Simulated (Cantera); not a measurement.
Feed: 1 mol HMDSO, 0.21 mol O₃, 0.8 mol O₂, at 1177 °C and 20.0 Pa.

These are equilibrium values from Cantera (NASA tables, ideal gas, pure condensed phases), not measurements of a reactor. Candidate condensed phases: C, C₆H₆, C₇H₈, C₈H₁₈, H₂O, Si, SiC, SiO₂; 123 gas species. The feed counts by its element totals alone. The numbers say what is thermodynamically allowed, not how fast it happens.

Base state: H₂ 0.735, CO 0.264, H 0.000573, SiO 0.000416 (mole fractions); condensed: C(graphite) + SiC(s).

Q: What changes in the equilibrium state with this change: temperature from 1177 °C to 1750 °C?

A: 
```csv
species,before,after
H₂,0.735,0.629
CO,0.264,0.243
H,0.000573,0.107
Si,9.16e-8,0.0170
SiC₂,<1e-9,0.000783
Si₂C,<1e-9,0.000513
SiH,4.41e-9,0.000123
Si₂,<1e-9,1.11e-5
"C(graphite), mol",0.780,1.04
"SiC(s), mol",1.99,1.72
```

Q: What changes in the equilibrium state with this change: temperature from 1177 °C to 1227 °C?

A: 
| species | before | after |
|---|---|---|
| H₂ | 0.735 | 0.735 |
| CO | 0.264 | 0.263 |
| H | 0.000573 | 0.00107 |
| SiO | 0.000416 | 0.000516 |
| C(graphite), mol | 0.780 | 0.782 |
| SiC(s), mol | 1.99 | 1.99 |
